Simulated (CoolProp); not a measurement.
R113 at several states: fugacity coefficient from the reference equation and from simpler models built on Tc = 214.1 °C, pc = 3.392 MPa, ω = 0.253; each cubic takes its own stable root.

Computed with CoolProp (reference Helmholtz-energy equation of state, Marx 1992).

```csv
T (°C),p (MPa),phase,reference,van der Waals,Redlich-Kwong
143.35,1.94,liquid,?,?,?
194.05,0.037,gas,0.9958,0.9964,0.9958
211.45,0.039,gas,0.9961,0.9965,0.9960
169.85,5.84,liquid,?,?,0.3043
86.75,0.385,liquid,?,?,0.9104
```

Task: Some entries are withheld; supply them.

Result: 
- 143.35, reference: 0.4748
- 143.35, van der Waals: 0.7100
- 143.35, Redlich-Kwong: 0.5573
- 169.85, reference: 0.2708
- 169.85, van der Waals: 0.3718
- 86.75, reference: 0.7539
- 86.75, van der Waals: 0.9315

At some of these states van der Waals, Redlich-Kwong gives the other phase, because its saturation line lies elsewhere.
